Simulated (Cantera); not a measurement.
# Pyrogenic steam for wet oxidation

An isothermal, constant-pressure homogeneous reactor starts with H2 : O2 : N2 = 1.2 : 1 : 3.8 (molar parts), equivalence ratio 0.60, at 1423 K and 45000 Pa.

Computed with Cantera and GRI-Mech 3.0 (53 species, 325 reactions). The temperature is held fixed by assumption; the heat of reaction is taken as removed at once.

```csv
t (s),x H2,x O2,x NO,x H,x N2O
1.00e-5,0.200,0.167,<1e-12,2.96e-6,<1e-12
6.88e-5,0.0223,0.0808,1.09e-5,0.0578,4.83e-8
0.000473,0.00195,0.0738,2.43e-5,0.000914,1.34e-7
0.00325,3.80e-5,0.0740,2.43e-5,2.58e-6,2.06e-7
0.0224,2.59e-6,0.0740,2.44e-5,5.16e-8,1.94e-7
0.154,7.99e-7,0.0740,2.44e-5,9.09e-9,6.78e-8
1.06,7.83e-7,0.0740,2.44e-5,8.82e-9,1.85e-8
7.27,7.83e-7,0.0740,2.44e-5,8.82e-9,1.85e-8
50.0,7.83e-7,0.0740,2.45e-5,8.82e-9,1.85e-8
```
x: mole fraction; the columns are a selection and need not sum to one.

Equilibrium at this temperature and pressure: H2 7.84e-7, O2 0.0738, NO 0.000463, H 8.83e-9, N2O 1.85e-8 (gas phase only).
